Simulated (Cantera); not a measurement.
An isothermal, constant-pressure homogeneous reactor starts with 21.4 % H2, 59.5 % O2, 19.0 % N2, at 1400 K and 0.00207 atm.

Model: the H2/O2 subset of GRI-Mech 3.0, which has no nitrogen chemistry, integrated in Cantera. Radical loss at walls, strong at low pressure, is not modelled. The temperature is held fixed by assumption; the heat of reaction is taken as removed at once.

### Question
Predict: x(H2) at 30.0 s; x(O2) at 30.0 s; x(O) at 30.0 s; x(H) at 30.0 s; x(OH) at 30.0 s.

### Answer
```json
{
 "x(H2) at 30.0 s": "1.98e-5 (gas-phase equilibrium 3.22e-6)",
 "x(O2) at 30.0 s": "0.546 (gas-phase equilibrium 0.547)",
 "x(O) at 30.0 s": "9.46e-5 (gas-phase equilibrium 1.54e-5)",
 "x(H) at 30.0 s": "2.93e-6 (gas-phase equilibrium 1.92e-7)",
 "x(OH) at 30.0 s": "0.000704 (gas-phase equilibrium 0.000284)"
}
```
